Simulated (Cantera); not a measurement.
Thermodynamics of metals in furnace atmospheres, feed Al + NH3 + H2

Input: 1 mol Al, a varied amount of NH3, 220 mol H2, at 500 °C and 8.25 Torr.

Method: chemical equilibrium by Gibbs-energy minimisation in Cantera with the NASA 1993 tables (ideal gas, pure condensed phases). Candidate condensed phases: Al, AlN; 13 gas species. Equilibrium is a limit: real reactors are often held back by kinetics, nucleation or transport.

```
n(NH3) (mol)  log p H2  log p N2  log p NH3  n Al(s)  n AlN(s)
------------  --------  --------  ---------  -------  --------
0.3              -1.96      <-13       <-13    0.700     0.300
0.46             -1.96      <-13       <-13    0.540     0.460
0.7              -1.96      <-13       <-13    0.300     0.700
1.1              -1.96     -5.61      -8.14        0      1.00
1.6              -1.96     -4.83      -7.76        0      1.00
2.5              -1.96     -4.43      -7.56        0      1.00
3.8              -1.96     -4.17      -7.43        0      1.00
```
log p: log10 of the partial pressure in bar; n: condensed amount in mol.

From 0.3 mol NH3 to 0.7 mol NH3 the condensed part is Al(s) + AlN(s). From 1.1 mol NH3 to 3.8 mol NH3 the condensed part is AlN(s).
